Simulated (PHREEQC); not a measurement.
1 kg of water holding 0.2 mol Na2CO3 and 0.31 mol NaCl is evaporated at 20 °C; the solids stay in contact with the brine. CO2 is held at log p = -3.4 (atm). Solids allowed: Halite, Nahcolite, Natron, Trona. Others were left out.

Model: Pitzer model, pitzer.dat, run in PHREEQC.

| water left (kg) | ionic strength | water activity | Halite (mol) |
|---|---|---|---|
| 0.9993 | 0.866 | 0.981 | 0 |
| 0.8212 | 1.06 | 0.977 | 0 |
| 0.6749 | 1.29 | 0.973 | 0 |
| 0.5547 | 1.58 | 0.967 | 0 |
| 0.4558 | 1.93 | 0.960 | 0 |
| 0.3746 | 2.36 | 0.952 | 0 |
| 0.3079 | 2.88 | [?] | 0 |
| 0.253 | 3.51 | 0.929 | 0 |
| 0.2079 | 4.28 | 0.912 | 0 |
| 0.1709 | 5.22 | [?] | 0 |
| 0.1404 | 6.36 | [?] | 0 |
| 0.1152 | 7.57 | 0.827 | 0 |
| 0.09277 | 7.41 | [?] | 0 |
| 0.07447 | 7.36 | 0.786 | 0 |
| 0.05957 | 7.51 | 0.751 | 0 |
| 0.04781 | 7.57 | 0.743 | 0.0500 |
| 0.0382 | 7.57 | 0.743 | [?] |
| 0.03033 | 7.57 | 0.743 | 0.145 |
| 0.02385 | 7.57 | 0.743 | [?] |
| 0.01851 | 7.57 | 0.743 | 0.209 |

Q: Complete the blanks.

A: 
- 0.3079, water activity: 0.942
- 0.1709, water activity: 0.891
- 0.1404, water activity: 0.862
- 0.09277, water activity: 0.810
- 0.0382, Halite (mol): 0.102
- 0.02385, Halite (mol): 0.180
